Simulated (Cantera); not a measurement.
A closed system holds: 1 mol Pb, 0.054 mol CO, 17 mol N2, at 1.00 bar.

Method: chemical equilibrium by Gibbs-energy minimisation in Cantera with the NASA 1993 tables (ideal gas, pure condensed phases). Candidate condensed phases: C, Pb, PbO, PbO2, Pb3O4; 27 gas species. The numbers say what is thermodynamically allowed, not how fast it happens. All values below are at 1075 °C.

Base state: N2 0.992, Pb 0.00478, CO 0.00315 (mole fractions); condensed: Pb(l).

**Question.** What changes in the equilibrium state with this change: 0.81 mol NH3 added?

**Answer.** 
| species | before | after |
|---|---|---|
| N2 | 0.992 | 0.928 |
| H2 | 0 | 0.0647 |
| Pb | 0.00478 | 0.00478 |
| CO | 0.00315 | 0.00287 |
| H2O | 0 | 1.05e-5 |
| Pb(l), mol | 0.918 | 0.910 |
Further candidate phases: C6H6, C7H8, C8H18, H2O.
